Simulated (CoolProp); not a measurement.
Vapour-liquid equilibrium of cyclohexane (1) + ethylbenzene (2) at 0.183 MPa; x and y are mole fractions of (1).

Computed with CoolProp (multi-fluid Helmholtz-energy mixture model, Zhou 2014 and Zhou 2012; pair parameters Bell 2016).

```tsv
x	bubble temperature (K)	y at the bubble point	dew temperature at overall composition x (K)	liquid density (mol/L)
0.05	426.7	0.171	431.1	7.026
0.125	418.5	0.369	428.4	7.153
0.2	411.5	0.513	425.6	7.270
0.275	405.5	0.620	422.6	7.380
0.35	400.4	0.700	419.4	7.483
0.425	396.0	0.761	415.9	7.581
0.5	392.2	0.810	412.2	7.675
0.575	388.9	0.850	408.1	7.767
0.65	386.0	0.883	403.7	7.858
0.725	383.3	0.912	398.7	7.948
0.8	380.8	0.938	393.0	8.038
0.875	378.5	0.962	386.7	8.131
0.95	376.3	0.985	379.7	8.225
```

No azeotrope shows between x = 0.05 and 0.95.

The pair parameters rest on a limited set of measurements; away from them the model extrapolates.
